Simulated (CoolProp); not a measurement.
Vapour pressure (bar) of R1224YDZ: the reference equation beside estimates from Tc = 428.7 K, pc = 33.34 bar, ω = 0.325.

The numbers come from the reference Helmholtz-energy equation of state, Akasaka 2023 in CoolProp.

```
T (K)  reference  Lee-Kesler  Soave-Redlich-Kwong
-----  ---------  ----------  -------------------
216      0.01946     0.01949              0.02005
223.5    0.03404     0.03389              0.03475
231      0.05698     0.05652              0.05773
238.5    0.09169     0.09078              0.09239
246       0.1424      0.1409               0.1429
253.5     0.2144      0.2122               0.2145
261       0.3136      0.3107               0.3131
268.5     0.4470      0.4436               0.4458
275.9     0.6199      0.6162               0.6180
283.4     0.8455      0.8419               0.8429
290.9      1.131       1.129                1.129
298.4      1.488       1.486                1.485
305.9      1.926       1.926                1.925
313.4      2.457       2.460                2.459
```

Absolute difference from the reference over all 14 rows, mean and median: Lee-Kesler 0.5 and 0.5 %, Soave-Redlich-Kwong 0.7 and 0.3 %.
